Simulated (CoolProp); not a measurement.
The fluid at 488.05 K and 2.6 MPa is throttled through a valve to 0.846 MPa with no heat exchange. The same conditions are run with several fluids, on thermodynamics alone (safety and materials aside).

Computed with CoolProp (reference Helmholtz-energy equation of state of each fluid (m-xylene: Zhou 2012; toluene: Lemmon 2006; cyclohexane: Zhou 2014; n-nonane: Lemmon 2006; decamethylcyclopentasiloxane (D5): Thol 2019)).

```csv
fluid,temperature change (K),final phase,final density (kg/m³)
m-xylene,+0.1,liquid,673
toluene,-8.0,"two-phase, vapour fraction 0.068",234
cyclohexane,-42.5,"two-phase, vapour fraction 0.421",52.2
n-nonane,+0.0,liquid,545
decamethylcyclopentasiloxane (D5),+0.2,liquid,742
```
